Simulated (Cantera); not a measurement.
A closed system holds: 1 mol Si₃N₄, a varied amount of H₂O, 22 mol N₂, at 1177 °C and 0.00195 Torr.

Equilibrium computed with Cantera from the NASA thermochemical tables; the gas is ideal and each condensed phase is pure. Candidate condensed phases: H₂O, Si, SiO₂, Si₂N₂O, Si₃N₄; 35 gas species. Rates play no part.

Task: What share of the Si ends up in condensed phases as a function of n(H₂O) (mol), at 0.017, 0.024, 0.034, 0.048, 0.068, 0.097, 0.14, 0.2, 0.28, 0.39, 0.56, 0.8?

Result: 
```json
[
 {"n(H₂O) (mol)": "0.017", "Si condensed (%)": "98.5", "as": "Si(s)"},
 {"n(H₂O) (mol)": "0.024", "Si condensed (%)": "98.2", "as": "Si(s)"},
 {"n(H₂O) (mol)": "0.034", "Si condensed (%)": "97.9", "as": "Si(s)"},
 {"n(H₂O) (mol)": "0.048", "Si condensed (%)": "97.4", "as": "Si(s)"},
 {"n(H₂O) (mol)": "0.068", "Si condensed (%)": "96.8", "as": "Si(s)"},
 {"n(H₂O) (mol)": "0.097", "Si condensed (%)": "95.8", "as": "Si(s)"},
 {"n(H₂O) (mol)": "0.14", "Si condensed (%)": "94.4", "as": "Si(s)"},
 {"n(H₂O) (mol)": "0.2", "Si condensed (%)": "92.4", "as": "Si(s)"},
 {"n(H₂O) (mol)": "0.28", "Si condensed (%)": "89.7", "as": "Si(s)"},
 {"n(H₂O) (mol)": "0.39", "Si condensed (%)": "86.0", "as": "Si(s)"},
 {"n(H₂O) (mol)": "0.56", "Si condensed (%)": "80.3", "as": "Si(s)"},
 {"n(H₂O) (mol)": "0.8", "Si condensed (%)": "72.3", "as": "Si(s)"}
]
```
